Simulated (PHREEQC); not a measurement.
Solution (20 °C): 4.6 mmol/kgw HBr, 0.7 mmol/kgw CaCl2 and 79 mmol/kgw CuCl2. Closed to the air; pH follows from the charge balance.

Computed with PHREEQC (ion-association model, wateq4f.dat).

No solid was allowed to form.

What pH, ionic strength does the model give?

pH 2.44; ionic strength 0.229 mol/kgw.

In which forms is Cu present?

Cu+2 91 %, CuCl+ 9.1 % of the Cu.
